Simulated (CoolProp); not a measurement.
Aqueous methanol as a coolant, 30 % by mass, freezing at -25.7 °C, 1 atm.

Values from CoolProp's Melinder's fits for secondary coolants.

```json
[
 {"T (°C)": "-18.7", "conductivity (W/(m K))": "0.403", "viscosity (mPa s)": "8.72", "Prandtl number": "80.0", "density (kg/m³)": "…"},
 {"T (°C)": "-11.1", "conductivity (W/(m K))": "0.409", "viscosity (mPa s)": "5.94", "Prandtl number": "54.8", "density (kg/m³)": "964.3"},
 {"T (°C)": "-3.5", "conductivity (W/(m K))": "0.415", "viscosity (mPa s)": "4.21", "Prandtl number": "39.0", "density (kg/m³)": "961.6"},
 {"T (°C)": "4.1", "conductivity (W/(m K))": "…", "viscosity (mPa s)": "3.09", "Prandtl number": "28.7", "density (kg/m³)": "…"},
 {"T (°C)": "11.8", "conductivity (W/(m K))": "0.426", "viscosity (mPa s)": "…", "Prandtl number": "21.7", "density (kg/m³)": "955.3"},
 {"T (°C)": "19.4", "conductivity (W/(m K))": "0.432", "viscosity (mPa s)": "1.82", "Prandtl number": "16.8", "density (kg/m³)": "951.8"},
 {"T (°C)": "27", "conductivity (W/(m K))": "0.437", "viscosity (mPa s)": "1.46", "Prandtl number": "13.3", "density (kg/m³)": "948.0"},
 {"T (°C)": "34.6", "conductivity (W/(m K))": "0.443", "viscosity (mPa s)": "1.19", "Prandtl number": "10.7", "density (kg/m³)": "943.9"}
]
```

**Question.** Some entries are withheld; supply them.

**Answer.** 
- -18.7, density (kg/m³): 966.7
- 4.1, conductivity (W/(m K)): 0.420
- 4.1, density (kg/m³): 958.6
- 11.8, viscosity (mPa s): 2.34
